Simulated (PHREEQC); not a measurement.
Dissolve 0.032 mol FeCl3 and 0.18 mol MnSO4 per kg of water at 5 °C. Closed to the air; pH follows from the charge balance.

The numbers come from PHREEQC with the ion-association model, phreeqc.dat.

**Question.** The ionic strength comes out as 0.472 mol/kgw. What activity coefficients do Cl-, FeCl+2, SO4-2, Fe(OH)2+, HSO4- get?

**Answer.** Cl- 0.66, FeCl+2 0.23, SO4-2 0.22, Fe(OH)2+ 0.70, HSO4- 0.74.

This is a speciation only: nothing precipitates in the calculation. Saturation is exceeded, for instance for Hematite (slow to form), Goethite (slow to form); the values hold only as long as no solid forms. At this temperature some constants are extrapolated from 25 °C, and those without enthalpy data are left unchanged.
